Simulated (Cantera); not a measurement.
An adiabatic, constant-pressure homogeneous reactor starts with CH₄ : O₂ : N₂ = 1 : 5.26 : 19.8 (molar parts), equivalence ratio 0.38, at 1600 K and 9750 Torr.

Cantera simulation using GRI-Mech 3.0 (53 species, 325 reactions); the numbers are that mechanism's predictions, not measurements. The pressure lies above the range GRI-Mech 3.0 was tuned for (to about 10 atm).

Question: Predict: time of steepest temperature rise; temperature at 2.00 s; equilibrium temperature; x(O₂) at 2.00 s; x(O) at 2.00 s.

Answer: 
```
Item                                                                  Result
---------------------------------  -----------------------------------------
time of steepest temperature rise                                    48.6 µs
temperature at 2.00 s                                                 2354 K
equilibrium temperature                                               2354 K
x(O₂) at 2.00 s                          0.118 (gas-phase equilibrium 0.118)
x(O) at 2.00 s                     0.000646 (gas-phase equilibrium 0.000646)
```
